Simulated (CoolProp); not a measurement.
Vapour-liquid equilibrium of CHF3 (R23) (1) + R125 (2) at 257.1 K; x and y are mole fractions of (1).

Model: multi-fluid Helmholtz-energy mixture model, Penoncello 2003 and Lemmon 2005; pair parameters Bell 2016, in CoolProp.

**Question.** Give the bubble pressure and the first vapour's composition at x = 0.35, 0.65, 0.8. Is there an azeotrope?

**Answer.** x = 0.35: 0.7658 MPa, y = 0.630; x = 0.65: 1.121 MPa, y = 0.847; x = 0.8: 1.309 MPa, y = 0.920. No azeotrope shows between x = 0.05 and 0.95.

Pair parameters are fitted to limited data, so mixtures are less certain than the pure fluids.
